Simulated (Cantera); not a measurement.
Input: 1 mol Al, 2 mol Cl2, 0.67 mol N2, held at 700 K and 1.33 mbar.

Equilibrium computed with Cantera from the NASA thermochemical tables; the gas is ideal and each condensed phase is pure. Candidate condensed phases: Al, AlCl3, AlN; 11 gas species. Rates play no part.

Base state: AlCl3 0.443, N2 0.312, Cl2 0.233, Al2Cl6 0.0113 (mole fractions); condensed: gas only.

Task: What changes in the equilibrium state with this change: N2 from 0.67 to 3.8 mol?

Result: 
| species | before | after |
|---|---|---|
| N2 | 0.312 | 0.718 |
| AlCl3 | 0.443 | 0.185 |
| Cl2 | 0.233 | 0.0945 |
| Al2Cl6 | 0.0113 | 0.00198 |

Task: What changes in the equilibrium state with this change: pressure from 1.33 mbar to 13.3 mbar?

Result: 
```csv
species,before,after
AlCl3,0.443,0.351
N2,0.312,0.331
Cl2,0.233,0.247
Al2Cl6,0.0113,0.0712
```

Task: What changes in the equilibrium state with this change: pressure from 1.33 mbar to 32.0 mbar?

Result: 
```
species  before  after
-------  ------  -----
N2        0.312  0.344
AlCl3     0.443  0.286
Cl2       0.233  0.257
Al2Cl6   0.0113  0.113
```
